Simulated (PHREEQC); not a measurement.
Make-up at 20 °C: 0.01 mol/kgw CuSO4, 0.0066 mol/kgw HBF4 and 0.0019 mol/kgw H3BO3. Closed to the air; pH follows from the charge balance.

Computed with PHREEQC (ion-association model, wateq4f.dat).

```json
{
  "pH": "2.35",
  "ionic_strength": "0.0337 mol/kgw",
  "total_alkalinity": "-26.4 meq/kg"
}
```

| species | molality | activity | log γ |
|---|---|---|---|
| Cu+2 | 0.00749 | 0.00400 | -0.273 |
| SO4-2 | 0.00610 | 0.00315 | -0.287 |
| BF4- | 0.00511 | 0.00424 | -0.081 |
| H+ | 0.00507 | 0.00441 | -0.060 |
| HF | 0.00329 | 0.00332 | 0.003 |
| H3BO3 | 0.00270 | 0.00272 | 0.003 |
| CuSO4 | 0.00246 | 0.00248 | 0.003 |
| HSO4- | 0.00144 | 0.00121 | -0.073 |
| F- | 0.000654 | 0.000548 | -0.077 |
| BF3OH- | 0.000515 | 0.000427 | -0.081 |
| BF2(OH)2- | 0.000177 | 0.000147 | -0.081 |
| CuF+ | 4.50e-5 | 3.80e-5 | -0.073 |
| H2F2 | 3.40e-5 | 3.42e-5 | 0.003 |
| HF2- | 7.98e-6 | 6.69e-6 | -0.077 |
| BF(OH)3- | 6.78e-7 | 5.63e-7 | -0.081 |

This is a speciation only: nothing precipitates in the calculation. Real BF4- forms and hydrolyses slowly; the run takes it at equilibrium.
